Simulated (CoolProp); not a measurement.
A simple Rankine cycle with n-perfluorobutane: condensing at 333.15 K, boiler at 1.76 MPa, turbine inlet 374.9 K, turbine efficiency 0.8, pump efficiency 0.6, no recuperator. Each further row changes one setting.

The numbers come from the reference Helmholtz-energy equation of state, Gao 2022 in CoolProp.

```json
[
 {"case": "as stated", "thermal efficiency (%)": "5.5", "net work (kJ/kg)": "5.32", "heat in (kJ/kg)": "97.3", "turbine exit temperature (K)": "352.8", "volume ratio over the turbine": "3.34"},
 {"case": "turbine inlet 394.9 K", "thermal efficiency (%)": "5.3", "net work (kJ/kg)": "6.41", "heat in (kJ/kg)": "121", "turbine exit temperature (K)": "376.5", "volume ratio over the turbine": "2.90"},
 {"case": "condensing temperature 325.15 K", "thermal efficiency (%)": "6.5", "net work (kJ/kg)": "6.91", "heat in (kJ/kg)": "107", "turbine exit temperature (K)": "349.5", "volume ratio over the turbine": "4.20"},
 {"case": "boiler pressure 1.23 MPa", "thermal efficiency (%)": "3.6", "net work (kJ/kg)": "3.87", "heat in (kJ/kg)": "107", "turbine exit temperature (K)": "364.7", "volume ratio over the turbine": "1.88"},
 {"case": "turbine efficiency 0.7", "thermal efficiency (%)": "4.6", "net work (kJ/kg)": "4.49", "heat in (kJ/kg)": "97.3", "turbine exit temperature (K)": "353.7", "volume ratio over the turbine": "3.35"}
]
```
